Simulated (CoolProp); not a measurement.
Saturation properties of dimethyl carbonate.

Computed with CoolProp (reference Helmholtz-energy equation of state, Zhou 2011).

```csv
T (°C),p (kPa),enthalpy of vaporisation (kJ/kg),vapour Z,surface tension (mN/m)
160.05,622.6,321.1,0.8917,10.2
162.45,654.9,318.9,0.8877,9.93
164.85,688.5,316.7,0.8835,9.65
167.25,723.3,314.5,0.8793,9.38
169.65,759.5,312.3,0.8749,9.12
172.05,797.1,310.0,0.8705,8.85
174.35,834.4,307.8,0.8661,8.60
176.75,874.7,305.4,0.8614,8.34
179.15,916.5,303.0,0.8566,8.08
181.55,959.7,300.6,0.8517,7.82
183.95,1005,298.2,0.8466,7.57
186.35,1051,295.7,0.8415,7.32
188.75,1099,293.1,0.8362,7.07
```

It boils at 90.1 °C under 1 atm.

Surface tension comes from a separate correlation (Mulero 2014).
